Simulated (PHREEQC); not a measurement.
Dissolve 0.0048 mol NaHS and 6.6e-05 mol MnCl2 per kg of water at 20 °C. Closed to the air; pH follows from the charge balance.

The numbers come from PHREEQC with the ion-association model, wateq4f.dat.

Precipitation was switched off in this run.

### Question
Estimate the pH, ionic strength.

### Answer
pH 9.36; ionic strength 0.00500 mol/kgw.

### Question
In which forms is Mn present?

### Answer
Mn+2 97 %, MnOH+ 3.0 % of the Mn.

The polysulfide entries of wateq4f.dat were taken out for this run.
